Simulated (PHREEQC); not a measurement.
Spent oxide etchant

Make-up at 85 °C: 0.0074 mol NH4HF2, 0.013 mol H2SiF6 and 0.49 mol H3BO3 per kg of water. Closed to the air; pH follows from the charge balance.

Model: ion-association model, wateq4f.dat, run in PHREEQC.

This is a speciation only: nothing precipitates in the calculation.

### Question
Predict the pH.

### Answer
pH 1.82.

### Question
In which forms is B present?

### Answer
H3BO3 95 %, BF4- 3.4 %, BF2(OH)2- 1.0 %, BF3OH- 0.6 % of the B.

Examples of supersaturated solids here: SiO2(a), Quartz (slow to form). Others may be too. At this temperature some constants are extrapolated from 25 °C, and those without enthalpy data are left unchanged. SiF6-2 is the database's only silicon fluoride. Real BF4- forms and hydrolyses slowly; the run takes it at equilibrium.
